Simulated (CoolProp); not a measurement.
Vapour-liquid equilibrium of diethyl ether (1) + acetone (2) at 402 kPa; x and y are mole fractions of (1).

Values from CoolProp's multi-fluid Helmholtz-energy mixture model, Thol 2014 and Lemmon 2006; pair parameters Bell 2016.

```tsv
x	bubble temperature (K)	y at the bubble point	dew temperature at overall composition x (K)	liquid density (mol/L)
0.05	373.6	0.102	374.9	11.68
0.2	366.8	0.349	371.0	11.12
0.35	361.7	0.522	366.8	10.57
0.5	358.1	0.647	362.4	10.05
0.65	355.6	0.745	358.0	9.572
0.8	353.9	0.839	354.5	9.132
0.95	353.1	0.952	353.1	8.737
```

No azeotrope shows between x = 0.05 and 0.95.

Pair parameters are fitted to limited data, so mixtures are less certain than the pure fluids.
